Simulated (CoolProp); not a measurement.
Vapour-liquid equilibrium of R143a (1) + propane (2) at -43.85 °C; x and y are mole fractions of (1).

Values from CoolProp's multi-fluid Helmholtz-energy mixture model, Lemmon and Jacobsen 2000 and Lemmon 2009; pair parameters Bell 2016.

Question: Give the bubble pressure and the first vapour's composition at x = 0.125, 0.275, 0.8. Is there an azeotrope?

Answer: x = 0.125: 1.333 bar, y = 0.358; x = 0.275: 1.497 bar, y = 0.473; x = 0.8: 1.494 bar, y = 0.677. y crosses x between x = 0.5 and 0.575: the model has an azeotrope there.

Pair parameters are fitted to limited data, so mixtures are less certain than the pure fluids.
